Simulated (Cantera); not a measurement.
# Hydrocarbon pyrolysis for carbon deposition

An isothermal, constant-pressure homogeneous reactor starts with C2H6 : N2 = 1 : 4.2 (molar parts), at 2000 K and 0.0700 bar.

Cantera simulation using GRI-Mech 3.0 (53 species, 325 reactions); the numbers are that mechanism's predictions, not measurements. GRI-Mech 3.0 stops at C3 and has no aromatics, soot or wall deposition, so with more carbon than oxygen in the feed, carbon stays in small species such as C2H2 where larger ones or solid carbon would form.

```csv
t (s),x C2H6,x CH2,x H2,x H,x CH4,x CH3,x C2H2
3.00e-6,0.165,5.78e-5,0.000923,0.000396,0.00123,0.0394,6.04e-7
8.71e-6,0.111,0.000299,0.0150,0.00215,0.00774,0.0782,0.000166
2.53e-5,0.0221,0.000485,0.0730,0.00520,0.0330,0.0889,0.0123
7.33e-5,0.000559,0.000209,0.164,0.00481,0.0494,0.0277,0.0763
0.000213,7.67e-5,6.19e-5,0.209,0.00246,0.0432,0.00928,0.111
0.000617,2.33e-5,2.61e-5,0.229,0.00163,0.0349,0.00464,0.123
0.00179,9.24e-6,1.57e-5,0.244,0.00146,0.0249,0.00284,0.128
0.00520,2.93e-6,1.12e-5,0.259,0.00169,0.0130,0.00164,0.133
0.0151,4.16e-7,6.43e-6,0.271,0.00223,0.00411,0.000663,0.137
0.0438,2.59e-8,2.44e-6,0.275,0.00295,0.000855,0.000181,0.138
0.127,1.55e-9,6.78e-7,0.275,0.00323,0.000195,4.50e-5,0.138
0.368,2.25e-10,2.39e-7,0.276,0.00325,6.76e-5,1.57e-5,0.139
1.07,1.39e-10,1.74e-7,0.276,0.00325,4.91e-5,1.14e-5,0.139
3.10,1.39e-10,1.74e-7,0.276,0.00325,4.90e-5,1.14e-5,0.138
9.00,1.40e-10,1.75e-7,0.276,0.00325,4.94e-5,1.15e-5,0.138
```
x: mole fraction; the columns are a selection and need not sum to one.

Equilibrium at this temperature and pressure: C2H6 9.11e-11, CH2 1.47e-7, H2 0.276, H 0.00325, CH4 4.15e-5, CH3 9.64e-6, C2H2 0.0723 (gas phase only).
